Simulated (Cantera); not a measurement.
**Equilibrium for hydrogen reduction and annealing atmospheres: PbO + H2**

A closed system holds: 1 mol PbO, 0.41 mol H2, held at 7.50 Torr.

Cantera equilibrium calculation (NASA polynomials, part measured and part estimated; ideal gas, pure solids and liquids). Candidate condensed phases: H2O, Pb, PbO, PbO2, Pb3O4; 12 gas species. Each liquid is taken as pure. Mutual solubility and eutectic melting of coexisting phases are not modelled. Gases not in the tables: (PbO)n polymers. Rates play no part.

```json
[
 {"T (K)": "950", "x H2O": "0.999", "x PbO": "5.28e-6", "x Pb": "0.000503", "x O2": "2.23e-12", "x OH": "7.41e-10", "x H2": "0.000122", "n Pb(l)": "0.410", "n PbO(yellow)": "0.590", "n PbO(l)": "0"},
 {"T (K)": "1025", "x H2O": "0.997", "x PbO": "6.85e-5", "x Pb": "0.00278", "x O2": "1.26e-10", "x OH": "9.16e-9", "x H2": "0.000160", "n Pb(l)": "0.409", "n PbO(yellow)": "0.590", "n PbO(l)": "0"},
 {"T (K)": "1100", "x H2O": "0.987", "x PbO": "0.000619", "x Pb": "0.0121", "x O2": "4.08e-9", "x OH": "7.97e-8", "x H2": "0.000204", "n Pb(l)": "0.405", "n PbO(yellow)": "0.590", "n PbO(l)": "0"},
 {"T (K)": "1175", "x H2O": "0.952", "x PbO": "0.00403", "x Pb": "0.0435", "x O2": "7.76e-8", "x OH": "5.09e-7", "x H2": "0.000255", "n Pb(l)": "0.391", "n PbO(yellow)": "0", "n PbO(l)": "0.588"},
 {"T (K)": "1250", "x H2O": "0.848", "x PbO": "0.0183", "x Pb": "0.134", "x O2": "7.95e-7", "x OH": "2.33e-6", "x H2": "0.000328", "n Pb(l)": "0.345", "n PbO(yellow)": "0", "n PbO(l)": "0.581"},
 {"T (K)": "1325", "x H2O": "0.570", "x PbO": "0.0690", "x Pb": "0.360", "x O2": "6.17e-6", "x OH": "7.75e-6", "x H2": "0.000308", "n Pb(l)": "0.151", "n PbO(yellow)": "0", "n PbO(l)": "0.541"},
 {"T (K)": "1400", "x H2O": "0.388", "x PbO": "0.224", "x Pb": "0.388", "x O2": "0.000191", "x OH": "3.33e-5", "x H2": "0.000127", "n Pb(l)": "0", "n PbO(yellow)": "0", "n PbO(l)": "0.353"},
 {"T (K)": "1475", "x H2O": "0.290", "x PbO": "0.410", "x Pb": "0.296", "x O2": "0.00333", "x OH": "0.000120", "x H2": "6.76e-5", "n Pb(l)": "0", "n PbO(yellow)": "0", "n PbO(l)": "0"},
 {"T (K)": "1550", "x H2O": "0.288", "x PbO": "0.399", "x Pb": "0.305", "x O2": "0.00808", "x OH": "0.000283", "x H2": "0.000116", "n Pb(l)": "0", "n PbO(yellow)": "0", "n PbO(l)": "0"},
 {"T (K)": "1625", "x H2O": "0.285", "x PbO": "0.378", "x Pb": "0.319", "x O2": "0.0164", "x OH": "0.000604", "x H2": "0.000197", "n Pb(l)": "0", "n PbO(yellow)": "0", "n PbO(l)": "0"},
 {"T (K)": "1700", "x H2O": "0.281", "x PbO": "0.349", "x Pb": "0.339", "x O2": "0.0284", "x OH": "0.00117", "x H2": "0.000336", "n Pb(l)": "0", "n PbO(yellow)": "0", "n PbO(l)": "0"},
 {"T (K)": "1775", "x H2O": "0.276", "x PbO": "0.314", "x Pb": "0.364", "x O2": "0.0427", "x OH": "0.00209", "x H2": "0.000569", "n Pb(l)": "0", "n PbO(yellow)": "0", "n PbO(l)": "0"},
 {"T (K)": "1850", "x H2O": "0.270", "x PbO": "0.276", "x Pb": "0.390", "x O2": "0.0579", "x OH": "0.00349", "x H2": "0.000953", "n Pb(l)": "0", "n PbO(yellow)": "0", "n PbO(l)": "0"}
]
```
x: gas mole fraction; n: condensed amount in mol.

From 950 K to 1100 K the condensed part is Pb(l) + PbO(yellow). From 1175 K to 1325 K the condensed part is Pb(l) + PbO(l). At 1400 K the condensed part is PbO(l). From 1475 K to 1850 K nothing is condensed.
